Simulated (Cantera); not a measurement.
## SiH₂Cl₂ + NH₃ + H₂ (silicon nitride deposition)

Feed: 1 mol SiH₂Cl₂, 0.22 mol NH₃, 6.2 mol H₂.

Method: chemical equilibrium by Gibbs-energy minimisation in Cantera with the NASA 1993 tables (ideal gas, pure condensed phases). Candidate condensed phases: NH₄Cl, Si, Si₃N₄; 28 gas species. Mutual solubility and eutectic melting of coexisting phases are not modelled. The tables' values for SiCl₃ are old estimates. Equilibrium is a limit: real reactors are often held back by kinetics, nucleation or transport.

Q: Map the stable condensed phases over T = 477, 577, 677, 777, 877, 977, 1077, 1177, 1277, 1377, 1477, 1577, 1677, 1777 °C and P in Pa = 5, 15, 45, 140, 410, 1200, 3700, 11000, 33000, 100000.

A: 
```
T in °C \ P in Pa
              5     15     45    140    410   1200   3700  11000  33000 100000
   1777       A      A      A      A      B      B      B      B      B      B
   1677       A      A      B      B      B      B      B      B      B      B
   1577       A      B      B      B      B      B      B      B      B      B
   1477       B      B      B      B      B      B      B      B      C      C
   1377       B      B      B      B      B      B      B      C      C      C
   1277       B      B      B      B      B      C      C      C      C      C
   1177       B      B      B      C      C      C      C      C      C      C
   1077       B      C      C      C      C      C      C      C      C      C
    977       C      C      C      C      C      C      C      C      C      C
    877       C      C      C      C      C      C      C      C      C      C
    777       C      C      C      C      C      C      C      C      C      C
    677       C      C      C      C      C      C      C      C      C      C
    577       C      C      C      C      C      C      C      C      C      C
    477       C      C      C      C      C      C      C      C      C      C
```
A: gas only; B: Si; C: Si + Si₃N₄.
